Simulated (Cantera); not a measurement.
A Cantera script and what it prints.

```python
import numpy as np
import cantera as ct

gas_names = """
    C CN CO CO2 C2 CCN CNC C2N2 C2O C3 C3O2 C4 C4N2 C5 Fe FeC5O5 FeO N NCO NO NO2 NO3 N2 N2O O O2 O3
""".split()
cond_names = """
    C(gr) Fe(a) Fe(c) Fe(d) Fe(L) FeC5O5(L) FeO(s) FeO(L) Fe2O3(s) Fe3O4(s)
""".split()


def load(file, names, dense=False):
    # The tables refer to 1 bar. Condensed volumes are neglected.
    table = {s.name: s for s in ct.Species.list_from_file(file)}
    out = []
    for n in names:
        d = dict(table[n].input_data)
        d["thermo"] = dict(d["thermo"], **{"reference-pressure": 1e5})
        if dense:
            d["equation-of-state"] = {"model": "constant-volume", "density": "1e6 g/cm^3"}
        out.append(ct.Species.from_dict(d))
    return out


gas = ct.Solution(thermo="ideal-gas", species=load("nasa_gas.yaml", gas_names))
cond = {s.name: ct.Solution(thermo="fixed-stoichiometry", species=[s], name=s.name)
        for s in load("nasa_condensed.yaml", cond_names, dense=True)}
atoms = {
    'Fe(CO)5': {'Fe': 1, 'C': 5, 'O': 5},
    'O2': {'O': 2},
    'N2': {'N': 2},
}
top_T = {'C(gr)': 4500, 'Fe2O3(s)': 1830, 'Fe3O4(s)': 1870}  # K; cautious upper limits of use, not melting points


def equilibrate(T, P, feed):
    n = {}
    for name, mol in feed.items():
        for a, k in atoms[name].items():
            n[a] = n.get(a, 0.0) + k * mol
    gas.TPX = T, P, n
    mass = sum(n.values()) * gas.mean_molecular_weight
    gas.equilibrate("TP")
    valid = [c for c in cond.values() if c.min_temp <= T <= top_T.get(c.name, c.max_temp)]
    mix = ct.Mixture([(gas, mass / gas.mean_molecular_weight)] + [(c, 0.0) for c in valid])
    mix.T, mix.P = T, P
    mix.equilibrate("TP", solver="vcs", rtol=1e-11, max_steps=5000)
    return mix


results = []
T = 1425  # K
P = 100000  # Pa
for m in [0.22, 0.31, 0.4, 0.49, 0.58, 0.67, 0.76, 0.85, 0.94, 1, 1.1]:
    feed = {'Fe(CO)5': 1, 'O2': m, 'N2': 0.18}  # mol
    mix = equilibrate(T, P, feed)
    results.append((T, P, feed, dict(zip(mix.species_names, mix.species_moles))))

top = {s: max(r[3][s] / sum(r[3][g] for g in gas_names) for r in results) for s in gas_names}
cols = sorted((s for s in top if top[s] > 0.001), key=lambda s: -top[s])[:6]
seen = [c for c in cond_names if any(r[3].get(c, 0) > 1e-12 for r in results)]
print("log10 of partial pressures in bar; condensed amounts in mol")
print(f"{'n(O2)':>10s}" + "".join(f"{s[:9]:>10s}" for s in cols + seen))
for T, P, feed, n in results:
    ng = sum(n[g] for g in gas_names)
    print(f"{feed['O2']:10.4g}" + "".join(f"{np.log10(max(n[s] / ng * P / 1e5, 1e-99)):10.3f}" for s in cols)
          + "".join(f"{n.get(c, 0):10.4g}" for c in seen))
```

Output:

```
log10 of partial pressures in bar; condensed amounts in mol
     n(O2)        CO       CO2        N2     Fe(c)    FeO(s)
      0.22    -0.055    -1.071    -1.459         1         0
      0.31    -0.073    -0.922    -1.459         1         0
       0.4    -0.083    -0.853    -1.459     0.926   0.07403
      0.49    -0.083    -0.853    -1.459     0.746     0.254
      0.58    -0.083    -0.853    -1.459     0.566     0.434
      0.67    -0.083    -0.853    -1.459     0.386     0.614
      0.76    -0.083    -0.853    -1.459     0.206     0.794
      0.85    -0.083    -0.853    -1.459   0.02597     0.974
      0.94    -0.099    -0.770    -1.459         0         1
         1    -0.112    -0.714    -1.459         0         1
       1.1    -0.135    -0.635    -1.459         0         1
```

Method: chemical equilibrium by Gibbs-energy minimisation in Cantera with the NASA 1993 tables (ideal gas, pure condensed phases). Mutual solubility and eutectic melting of coexisting phases are not modelled. The tables' stoichiometric FeO is somewhat more stable than real wüstite, so its field is too wide. FeO: taken at fixed stoichiometry.
